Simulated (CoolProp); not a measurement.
A simple Rankine cycle with n-butane: condensing at 327.15 K, boiler at 2.03 MPa, turbine inlet 390.3 K, turbine efficiency 0.8, pump efficiency 0.8, no recuperator. Each further row changes one setting.

Computed with CoolProp (reference Helmholtz-energy equation of state, Bücker 2006).

```json
[
 {"case": "as stated", "thermal efficiency (%)": "9.8", "net work (kJ/kg)": "39.8", "heat in (kJ/kg)": "406", "turbine exit temperature (K)": "345.5", "volume ratio over the turbine": "4.36"},
 {"case": "turbine inlet 410.3 K", "thermal efficiency (%)": "9.8", "net work (kJ/kg)": "45.2", "heat in (kJ/kg)": "462", "turbine exit temperature (K)": "369.6", "volume ratio over the turbine": "4.08"},
 {"case": "condensing temperature 319.15 K", "thermal efficiency (%)": "11.0", "net work (kJ/kg)": "46.9", "heat in (kJ/kg)": "427", "turbine exit temperature (K)": "340.1", "volume ratio over the turbine": "5.38"},
 {"case": "boiler pressure 1.42 MPa", "thermal efficiency (%)": "7.6", "net work (kJ/kg)": "32.8", "heat in (kJ/kg)": "433", "turbine exit temperature (K)": "362.1", "volume ratio over the turbine": "2.73"},
 {"case": "turbine efficiency 0.7", "thermal efficiency (%)": "8.5", "net work (kJ/kg)": "34.4", "heat in (kJ/kg)": "406", "turbine exit temperature (K)": "348.2", "volume ratio over the turbine": "4.40"}
]
```
